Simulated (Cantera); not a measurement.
A perfectly stirred reactor is fed with 31.8 % CO, 3.50 % H2, 13.6 % O2, 51.2 % N2, equivalence ratio 1.3, at 760 Torr; it is adiabatic with a 800 K inlet, and is followed from long to short residence time, starting on the burning branch (τ in s: 0.12, 0.054, 0.026, 0.012, 0.0057, 0.0027, 0.0013, 0.0006, 0.00028, 0.00013, 6.3e-05, 3e-05).

Computed with Cantera and GRI-Mech 3.0 (53 species, 325 reactions).

### Question
Predict: blow-out, bracketed by the residence times tried; x(CO) at τ = 0.120 s; x(H2) at τ = 0.120 s; x(O2) at τ = 0.120 s; x(HO2) at τ = 0.120 s; x(N2O) at τ = 0.120 s; x(CO) at τ = 1.30 ms; x(H2) at τ = 1.30 ms; x(O2) at τ = 1.30 ms; x(HO2) at τ = 1.30 ms; x(N2O) at τ = 1.30 ms.

### Answer
```
Property                                                                       Value
------------------------------------------------  ----------------------------------
blow-out, bracketed by the residence times tried  burning at 63.0 µs, out at 30.0 µs
x(CO) at τ = 0.120 s                                                           0.125
x(H2) at τ = 0.120 s                                                         0.00274
x(O2) at τ = 0.120 s                                                          0.0129
x(HO2) at τ = 0.120 s                                                        1.25e-6
x(N2O) at τ = 0.120 s                                                        2.61e-7
x(CO) at τ = 1.30 ms                                                           0.160
x(H2) at τ = 1.30 ms                                                         0.00410
x(O2) at τ = 1.30 ms                                                          0.0318
x(HO2) at τ = 1.30 ms                                                        3.01e-6
x(N2O) at τ = 1.30 ms                                                        1.64e-7
```
